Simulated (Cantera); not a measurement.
A Cantera script and what it prints.

```python
import numpy as np
import cantera as ct

gas_names = """
    H HO2 H2 H2O H2O2 O OH O2 O3 Zr ZrO ZrO2
""".split()
cond_names = """
    H2O(s) H2O(L) Zr(a) Zr(b) Zr(L) ZrO2(a) ZrO2(b) ZrO2(L)
""".split()


# ... load() reads the species with a 1 bar reference pressure and builds the phases ...
atoms = {
    'ZrO2': {'Zr': 1, 'O': 2},
    'H2': {'H': 2},
    'H2O': {'H': 2, 'O': 1},
}
top_T = {}  # K; cautious upper limits of use, not melting points


# ... equilibrate(T, P, feed) seeds the gas with the atoms and calls Mixture.equilibrate('TP', solver="vcs", rtol=1e-11, max_steps=5000) ...
results = []
feed = {'ZrO2': 1, 'H2': 2300, 'H2O': 0.37}  # mol
P = 32  # Pa
for T in [1450, 1500, 1550, 1600, 1650, 1700, 1750, 1800, 1850, 1900, 1950, 2000, 2050, 2100]:
    mix = equilibrate(T, P, feed)
    results.append((T, P, feed, dict(zip(mix.species_names, mix.species_moles))))
    x = sorted(zip(gas.X, gas.species_names), reverse=True)
    print(f"T = {T:g} K  P = {P:g} Pa  gas = {mix.phase_moles(0):.4g} mol")
    print("   x: " + "  ".join(f"{s} {v:.3e}" for v, s in x if v > 1e-06))
    print("   condensed (mol): " + ("  ".join(f"{mix.phase(i).name} {mix.phase_moles(i):.4g}"
          for i in range(1, mix.n_phases) if mix.phase_moles(i) > 1e-12) or "none"))
```

Output:

```
T = 1450 K  P = 32 Pa  gas = 2301 mol
   x: H2 9.993e-01  H 5.285e-04  H2O 1.608e-04
   condensed (mol): ZrO2(a) 1
T = 1500 K  P = 32 Pa  gas = 2302 mol
   x: H2 9.989e-01  H 9.835e-04  H2O 1.608e-04
   condensed (mol): ZrO2(b) 1
T = 1550 K  P = 32 Pa  gas = 2302 mol
   x: H2 9.981e-01  H 1.759e-03  H2O 1.607e-04
   condensed (mol): ZrO2(b) 1
T = 1600 K  P = 32 Pa  gas = 2304 mol
   x: H2 9.968e-01  H 3.034e-03  H2O 1.606e-04
   condensed (mol): ZrO2(b) 1
T = 1650 K  P = 32 Pa  gas = 2306 mol
   x: H2 9.948e-01  H 5.065e-03  H2O 1.604e-04
   condensed (mol): ZrO2(b) 1
T = 1700 K  P = 32 Pa  gas = 2310 mol
   x: H2 9.916e-01  H 8.202e-03  H2O 1.601e-04
   condensed (mol): ZrO2(b) 1
T = 1750 K  P = 32 Pa  gas = 2315 mol
   x: H2 9.869e-01  H 1.292e-02  H2O 1.597e-04
   condensed (mol): ZrO2(b) 1
T = 1800 K  P = 32 Pa  gas = 2323 mol
   x: H2 9.800e-01  H 1.981e-02  H2O 1.590e-04
   condensed (mol): ZrO2(b) 1
T = 1850 K  P = 32 Pa  gas = 2335 mol
   x: H2 9.702e-01  H 2.966e-02  H2O 1.581e-04
   condensed (mol): ZrO2(b) 1
T = 1900 K  P = 32 Pa  gas = 2351 mol
   x: H2 9.565e-01  H 4.338e-02  H2O 1.568e-04
   condensed (mol): ZrO2(b) 0.9998
T = 1950 K  P = 32 Pa  gas = 2374 mol
   x: H2 9.378e-01  H 6.206e-02  H2O 1.551e-04
   condensed (mol): ZrO2(b) 0.9993
T = 2000 K  P = 32 Pa  gas = 2405 mol
   x: H2 9.130e-01  H 8.686e-02  H2O 1.533e-04  OH 1.457e-06  ZrO 1.029e-06
   condensed (mol): ZrO2(b) 0.9973
T = 2050 K  P = 32 Pa  gas = 2446 mol
   x: H2 8.808e-01  H 1.190e-01  H2O 1.525e-04  ZrO 3.745e-06  OH 2.253e-06
   condensed (mol): ZrO2(b) 0.99
T = 2100 K  P = 32 Pa  gas = 2500 mol
   x: H2 8.402e-01  H 1.597e-01  H2O 1.563e-04  ZrO 1.227e-05  OH 3.535e-06
   condensed (mol): ZrO2(b) 0.9669
```

These are equilibrium values from Cantera (NASA tables, ideal gas, pure condensed phases), not measurements of a reactor.
